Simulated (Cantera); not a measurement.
A perfectly stirred reactor is fed with CH₄ : N₂ = 1 : 7.4 (molar parts), at 0.000560 bar; it is held at 1750 K, and followed from long to short residence time.

Model: GRI-Mech 3.0 (53 species, 325 reactions), integrated in Cantera. GRI-Mech 3.0 stops at C3 and has no aromatics, soot or wall deposition, so with more carbon than oxygen in the feed, carbon stays in small species such as C2H2 where larger ones or solid carbon would form. Radical loss at walls, strong at low pressure, is not modelled.

Predict: x(CH₄) at τ = 4.10 s; x(CH₃) at τ = 4.10 s; x(HCN) at τ = 4.10 s; x(H) at τ = 4.10 s; x(C₂H₄) at τ = 4.10 s; x(CH₄) at τ = 0.100 s; x(CH₃) at τ = 0.100 s; x(H) at τ = 0.100 s; x(C₂H₄) at τ = 0.100 s.


| Quantity | Value |
|---|---|
| x(CH₄) at τ = 4.10 s | 0.0516 |
| x(CH₃) at τ = 4.10 s | 0.00166 |
| x(HCN) at τ = 4.10 s | 1.46e-6 |
| x(H) at τ = 4.10 s | 0.000153 |
| x(C₂H₄) at τ = 4.10 s | 0.00140 |
| x(CH₄) at τ = 0.100 s | 0.119 |
| x(CH₃) at τ = 0.100 s | 0.000370 |
| x(H) at τ = 0.100 s | 1.11e-6 |
| x(C₂H₄) at τ = 0.100 s | 3.06e-5 |
